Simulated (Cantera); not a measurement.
Stirred combustor or abatement burner

A perfectly stirred reactor is fed with 3.37 % CH4, 3.37 % C2H6, 0.169 % C3H8, 19.6 % O2, 73.5 % N2, equivalence ratio 0.99, at 10.9 atm; it is adiabatic with a 748 K inlet, and is followed from long to short residence time, starting on the burning branch (τ in s: 0.13, 0.047, 0.017, 0.0061, 0.0022, 0.00079, 0.00029, 0.0001, 3.7e-05, 1.4e-05).

Model: GRI-Mech 3.0 (53 species, 325 reactions), integrated in Cantera.

```
τ (s)    T (K)     x CH4   x C2H6    x C3H8    x CO    x CH2
-------  -----  --------  -------  --------  ------  -------
0.13      2536   8.34e-8  6.00e-9  4.29e-10  0.0140  9.04e-9
0.047     2536   2.29e-7  1.66e-8   1.18e-9  0.0140  2.49e-8
0.017     2536   6.18e-7  4.55e-8   3.24e-9  0.0141  6.81e-8
0.0061    2534   1.64e-6  1.26e-7   8.85e-9  0.0143  1.85e-7
0.0022    2528   4.17e-6  3.44e-7   2.37e-8  0.0150  4.83e-7
0.00079   2512   1.00e-5  9.50e-7   6.21e-8  0.0166  1.20e-6
0.00029   2479   2.21e-5  2.56e-6   1.53e-7  0.0196  2.69e-6
0.00010   2423   4.94e-5  7.22e-6   3.82e-7  0.0243  5.82e-6
3.7e-5    2350  0.000111  1.90e-5   8.94e-7  0.0303  1.15e-5
1.4e-5    2256  0.000285  5.28e-5   2.27e-6  0.0384  2.31e-5
```
x: mole fraction; the columns are a selection and need not sum to one.
